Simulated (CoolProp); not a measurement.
The fluid at 386.82 K and 0.312 MPa is throttled through a valve to 0.181 MPa with no heat exchange. The same conditions are run with several fluids, on thermodynamics alone (safety and materials aside).

Computed with CoolProp (reference Helmholtz-energy equation of state of each fluid (R1132(E): Akasaka 2024; CH3F (R41): Lemmon 2006; R134a: Tillner-Roth 1994; R13: Platzer 1990; R113: Marx 1992)). The equations of Platzer and Polt are older, rougher fits.

| fluid | temperature change (K) | final density (kg/m³) |
|---|---|---|
| R1132(E) | -1.0 | 3.64 |
| CH3F (R41) | -1.1 | 1.93 |
| R134a | -1.2 | 5.84 |
| R13 | -0.7 | 5.93 |
| R113 | -2.3 | 11.1 |
